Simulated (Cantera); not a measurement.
## Low-pressure radical oxidation in H2/O2

An isothermal, constant-pressure homogeneous reactor starts with H2 : O2 = 0.0041 : 1 (molar parts), equivalence ratio 0.0021, at 1250 K and 20.0 Torr.

Computed with Cantera and the H2/O2 subset of GRI-Mech 3.0, which has no nitrogen chemistry. Radical loss at walls, strong at low pressure, is not modelled.

| t (s) | x H2 | x O2 | x OH | x H2O2 | x H | x O | x HO2 |
|---|---|---|---|---|---|---|---|
| 9.00e-6 | 0.00408 | 0.996 | 3.74e-11 | <1e-12 | 1.29e-10 | 3.75e-11 | 1.67e-10 |
| 5.46e-5 | 0.00408 | 0.996 | 7.07e-10 | <1e-12 | 3.24e-10 | 7.25e-10 | 1.01e-9 |
| 0.000331 | 0.00408 | 0.996 | 7.11e-9 | <1e-12 | 7.07e-10 | 8.17e-9 | 6.16e-9 |
| 0.00201 | 0.00408 | 0.996 | 3.48e-7 | 3.26e-11 | 2.12e-8 | 4.67e-7 | 3.91e-8 |
| 0.0122 | 1.93e-5 | 0.992 | 0.000421 | 1.64e-8 | 7.17e-5 | 0.00350 | 6.81e-7 |
| 0.0739 | 4.85e-6 | 0.993 | 0.000309 | 1.21e-8 | 3.54e-5 | 0.00236 | 5.03e-7 |
| 0.448 | 1.11e-6 | 0.995 | 0.000148 | 7.29e-9 | 3.81e-6 | 0.000531 | 2.19e-7 |
| 2.72 | 7.14e-8 | 0.996 | 3.81e-5 | 1.28e-9 | 6.31e-8 | 3.43e-5 | 3.43e-8 |
| 16.5 | 4.32e-9 | 0.996 | 9.43e-6 | 1.09e-10 | 9.53e-10 | 2.09e-6 | 5.58e-9 |
| 100 | 9.04e-10 | 0.996 | 4.34e-6 | 2.54e-11 | 9.29e-11 | 4.42e-7 | 5.94e-9 |
x: mole fraction; the columns are a selection and need not sum to one.

Equilibrium at this temperature and pressure: H2 8.71e-10, O2 0.996, OH 4.26e-6, H2O2 2.45e-11, H 8.80e-11, O 4.26e-7, HO2 6.01e-9 (gas phase only).
